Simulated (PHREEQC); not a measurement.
Consider water at 20 °C with 0.0049 mol/kgw HF, 0.0008 mol/kgw NaF, 0.02 mol/kgw H2SiF6 and 7.6e-05 mol/kgw H3PO4. Closed to the air; pH follows from the charge balance.

Computed with PHREEQC (ion-association model, phreeqc.dat).

No solid was allowed to form.

Q: What pH does the model give?

A: pH 1.48.

Q: In which forms is F present?

A: SiF6-2 94 %, HF 5.5 % of the F.

Examples of supersaturated solids here: Quartz (slow to form). Others may be too. Species that the database lacks are ignored. SiF6-2 is the database's only silicon fluoride.
